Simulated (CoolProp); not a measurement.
C2F6 (R116) along the isotherm -84.45 °C: fugacity coefficient from the reference equation and from simpler models built on Tc = 19.9 °C, pc = 30.48 bar, ω = 0.257; each cubic takes its own stable root.

Values from CoolProp's reference Helmholtz-energy equation of state, Lemmon 2006. It is a short technical equation, of lower accuracy than the large ones.

```tsv
p (bar)	phase	reference	van der Waals	Redlich-Kwong	Soave-Redlich-Kwong	Peng-Robinson
0.964	liquid	0.7129	0.9740	0.9637	0.7109	0.7158
1.71	liquid	0.4035	0.9538	0.7056	0.4025	0.4050
3.05	liquid	0.2279	0.9176	0.3987	0.2274	0.2286
5.42	liquid	0.1299	0.6571	0.2275	0.1297	0.1302
9.64	liquid	0.07470	0.3829	0.1311	0.07465	0.07473
17.1	liquid	0.04383	0.2299	0.07716	0.04388	0.04372
30.5	liquid	0.02640	0.1442	0.04673	0.02651	0.02619
54.2	liquid	0.01686	0.09865	0.03011	0.01701	0.01656
96.4	liquid	0.01185	0.07798	0.02147	0.01206	0.01144
171	liquid	0.009868	0.07898	0.01828	0.01018	0.009232
```

At some of these states van der Waals, Redlich-Kwong gives the other phase, because its saturation line lies elsewhere.
